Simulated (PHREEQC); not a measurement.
0.81 g of hydrous ferric oxide (600 m²/g; 0.2 weak and 0.005 strong sites per Fe, Dzombak-Morel constants, diffuse double layer) in 1 kg of water with 0.005 mol/kgw of an inert sodium salt, at 25 °C; the pH is set by adding NaOH or the inert anion's acid. Oxygen is held at 0.21 atm. The system is closed to CO2. Precipitation was switched off in this run.

All values are PHREEQC results (ion-association model, wateq4f.dat), not measurements.

Predict surface charge σ (C/m²), surface potential ψ (mV) at pH = 5.5, 7.5.


```
pH   surface charge σ (C/m²)  surface potential ψ (mV)
---  -----------------------  ------------------------
5.5                    0.060                       137
7.5                    0.006                        34
```
